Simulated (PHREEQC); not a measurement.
Consider water at 25 °C with 0.31 mol H2SO4 and 0.00054 mol NiSO4 per kg of water. Closed to the air; pH follows from the charge balance.

Model: ion-association model, wateq4f.dat, run in PHREEQC.

No solid was allowed to form.

Task: Estimate the pH, ionic strength, activity of water.

Result: pH 0.58; ionic strength 0.375 mol/kgw; activity of water 0.989.

Task: In which forms is Ni present?

Result: Ni+2 73 %, NiSO4 27 % of the Ni.

Species that the database lacks are ignored.
